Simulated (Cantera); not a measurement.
An adiabatic, constant-pressure homogeneous reactor starts with CH4 : O2 : N2 = 1 : 1.82 : 6.84 (molar parts), equivalence ratio 1.1, at 1625 K and 9.87 atm.

Detailed kinetics in Cantera: GRI-Mech 3.0 (53 species, 325 reactions).

One state of this run: T (K) = 2968; x CH4 = <1e-12; x O2 = 0.00918; x H2O2 = 8.20e-7; x C2H2 = <1e-12; x C2H6 = <1e-12; x N2O = 1.46e-6. x: mole fraction; the columns are a selection and need not sum to one.

Question: Which value of t (s) does it belong to?
A) 1.46e-5
B) 2.00e-6
C) 5.41e-6
D) 0.821

Answer: D, 0.821
